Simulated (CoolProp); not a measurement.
Vapour-liquid equilibrium of n-pentane (1) + acetone (2) at 0.0197 MPa; x and y are mole fractions of (1).

Model: multi-fluid Helmholtz-energy mixture model, Thol 2019 and Lemmon 2006; pair parameters Bell 2016, in CoolProp.

```tsv
x	bubble temperature, mixture model (°C)	bubble temperature, Raoult's law (°C)	y, mixture model	y, Raoult's law
0.05	5.2	13.7	0.406	0.112
0.15	-3.3	11.0	0.646	0.300
0.25	-6.1	8.6	0.710	0.452
0.35	-7.0	6.3	0.730	0.575
0.45	-7.2	4.3	0.736	0.676
0.55	-7.2	2.4	0.737	0.760
0.65	-7.3	0.6	0.741	0.829
0.75	-7.3	-1.0	0.754	0.888
0.85	-7.1	-2.6	0.793	0.938
0.95	-6.1	-4.0	0.894	0.981
```

The largest gap from Raoult's law is -14.7 K in bubble temperature, at x = 0.25. y crosses x between x = 0.75 and 0.85: the model has an azeotrope there.

The pair parameters rest on a limited set of measurements; away from them the model extrapolates. With so large a gap from Raoult's law the liquid may split in two, which this calculation doesn't test in full.
